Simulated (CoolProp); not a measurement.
Computed with CoolProp (reference Helmholtz-energy equation of state, Thol 2015).

Task: Give the vapour pressure (bar), enthalpy of vaporisation (kJ/kg), liquid cp (kJ/(kg K)), vapour Z of saturated octamethylcyclotetrasiloxane (D4) at 302.9, 321.7, 352.9 K.

Result: 
```
T (K)  p (bar)  enthalpy of vaporisation (kJ/kg)  liquid cp (kJ/(kg K))  vapour Z
-----  -------  --------------------------------  ---------------------  --------
302.9  0.00190                               184                   1.68     0.999
321.7  0.00659                               177                   1.71     0.998
352.9   0.0356                               166                   1.77     0.994
```
